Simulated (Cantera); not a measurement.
Charge: 1 mol Zr, 3.9 mol NH3, at 1425 K and 10000 Pa.

Cantera equilibrium calculation (NASA polynomials, part measured and part estimated; ideal gas, pure solids and liquids). Candidate condensed phases: Zr, ZrN; 11 gas species. ZrN: taken at fixed stoichiometry. Rates play no part.

Q: What is the equilibrium state?

A: x(H2): 0.801
x(N2): 0.199
x(H): 1.93e-5
x(NH3): 2.51e-6
n(ZrN(s)): 1.00 mol
gas amount: 7.300 mol
log10 activity of Zr(β) (absent): -7.70
